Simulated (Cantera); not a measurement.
Thermodynamics of iron carbonyl, mercury and lead vapours, feed Pb + CO + N2 + O2

Input: 1 mol Pb, 1.4 mol CO, a varied amount of N2, 0.92 mol O2, held at 1327 °C and 13.3 mbar.

Method: chemical equilibrium by Gibbs-energy minimisation in Cantera with the NASA 1993 tables (ideal gas, pure condensed phases). Candidate condensed phases: C, Pb, PbO, PbO2, Pb3O4; 27 gas species. Gases not in the tables: (PbO)n polymers. The numbers say what is thermodynamically allowed, not how fast it happens.

```json
[
 {"n(N2) (mol)": "1.4", "x N2": "0.367", "x CO2": "0.366", "x Pb": "0.153", "x PbO": "0.110", "x O2": "0.00337", "x CO": "0.00109"},
 {"n(N2) (mol)": "2", "x N2": "0.453", "x CO2": "0.316", "x Pb": "0.133", "x PbO": "0.0939", "x O2": "0.00327", "x CO": "0.000954"},
 {"n(N2) (mol)": "2.9", "x N2": "0.545", "x CO2": "0.262", "x Pb": "0.111", "x PbO": "0.0771", "x O2": "0.00315", "x CO": "0.000808"},
 {"n(N2) (mol)": "4.3", "x N2": "0.640", "x CO2": "0.208", "x Pb": "0.0888", "x PbO": "0.0600", "x O2": "0.00298", "x CO": "0.000657"},
 {"n(N2) (mol)": "6.2", "x N2": "0.719", "x CO2": "0.162", "x Pb": "0.0702", "x PbO": "0.0458", "x O2": "0.00278", "x CO": "0.000530"},
 {"n(N2) (mol)": "9", "x N2": "0.787", "x CO2": "0.122", "x Pb": "0.0539", "x PbO": "0.0336", "x O2": "0.00254", "x CO": "0.000418"},
 {"n(N2) (mol)": "13", "x N2": "0.842", "x CO2": "0.0904", "x Pb": "0.0407", "x PbO": "0.0241", "x O2": "0.00228", "x CO": "0.000327"},
 {"n(N2) (mol)": "19", "x N2": "0.886", "x CO2": "0.0650", "x Pb": "0.0300", "x PbO": "0.0166", "x O2": "0.00199", "x CO": "0.000252"},
 {"n(N2) (mol)": "28", "x N2": "0.919", "x CO2": "0.0458", "x Pb": "0.0218", "x PbO": "0.0111", "x O2": "0.00169", "x CO": "0.000192"},
 {"n(N2) (mol)": "40", "x N2": "0.942", "x CO2": "0.0328", "x Pb": "0.0161", "x PbO": "0.00749", "x O2": "0.00142", "x CO": "0.000150"},
 {"n(N2) (mol)": "58", "x N2": "0.959", "x CO2": "0.0230", "x Pb": "0.0116", "x PbO": "0.00490", "x O2": "0.00116", "x CO": "0.000117"},
 {"n(N2) (mol)": "84", "x N2": "0.971", "x CO2": "0.0161", "x Pb": "0.00839", "x PbO": "0.00317", "x O2": "0.000931", "x CO": "9.11e-5"}
]
```
x: gas mole fraction; nothing condenses.

From 1.4 mol N2 to 84 mol N2 nothing is condensed.
